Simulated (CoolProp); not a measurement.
Oxygen along the isobar 35.6 bar: density (kg/m³) from the reference equation and from simpler models built on Tc = -118.6 °C, pc = 50.46 bar, ω = 0.022; each cubic takes its own stable root.

Values from CoolProp's reference Helmholtz-energy equation of state, Schmidt 1985.

```csv
T (°C),phase,reference
-149.35,liquid,962.1
-134.85,liquid,844.2
-120.35,gas,131.4
-105.85,gas,104.3
-91.35,gas,89.32
-76.75,gas,79.07
-62.25,gas,71.45
-47.75,gas,65.42
-33.25,gas,60.49
-18.75,gas,56.34
-4.25,gas,52.79
10.25,gas,49.70
24.75,gas,46.99
```

**Question.** How far does each simpler model (van der Waals, Soave-Redlich-Kwong, Peng-Robinson) lie from the reference over these 13 states: mean and median of the absolute difference, and the worst?

**Answer.** 
- van der Waals: mean 6.1 %, median 1.3 %, worst -32.3 % at -134.85 °C and 35.6 bar
- Soave-Redlich-Kwong: mean 1.0 %, median 0.2 %, worst -7.5 % at -134.85 °C and 35.6 bar
- Peng-Robinson: mean 2.7 %, median 1.9 %, worst +9.4 % at -149.35 °C and 35.6 bar
